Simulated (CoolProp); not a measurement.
n-heptane along the isotherm 600 K: density (kg/m³) from the reference equation and from simpler models built on Tc = 541.2 K, pc = 2.774 MPa, ω = 0.349; each cubic takes its own stable root.

Computed with CoolProp (reference Helmholtz-energy equation of state, Span 2003). It is a short technical equation, of lower accuracy than the large ones.

```csv
p (MPa),phase,reference,ideal gas,van der Waals,Redlich-Kwong,Soave-Redlich-Kwong,Peng-Robinson
0.378,gas,7.855,7.592,7.845,7.868,7.846,7.883
0.756,gas,16.30,15.18,16.26,16.35,16.25,16.41
1.13,gas,25.34,22.70,25.27,25.47,25.21,25.58
1.51,gas,35.37,30.33,35.29,35.62,35.08,35.78
1.89,gas,46.46,37.96,46.43,46.90,45.87,47.05
2.27,gas,58.85,45.59,59.07,59.59,57.78,59.60
2.65,gas,72.90,53.23,73.86,74.15,71.05,73.70
3.03,supercritical,89.05,60.86,91.90,91.21,85.98,89.69
3.4,supercritical,107.3,68.29,114.6,111.1,102.4,107.4
3.78,supercritical,129.4,75.92,146.1,135.9,121.6,128.1
4.16,supercritical,155.4,83.56,180.1,164.8,142.9,151.2
```
